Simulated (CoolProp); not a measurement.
CF4 (R14) at 375.27 K and 10.1 MPa is throttled through a valve to 2.57 MPa with no heat exchange. Each further row changes one setting.

Model: reference Helmholtz-energy equation of state, Platzer 1990, in CoolProp. This equation is an older, rougher fit; its heat capacities, sound speeds and derivatives of the liquid may be far off and weren't checked against measurements.

| case | temperature change (K) | final density (kg/m³) |
|---|---|---|
| as stated | -21.4 | 80.5 |
| outlet pressure 0.771 MPa | -28.0 | 23.9 |
| outlet pressure 3.34 MPa | -18.8 | 105 |
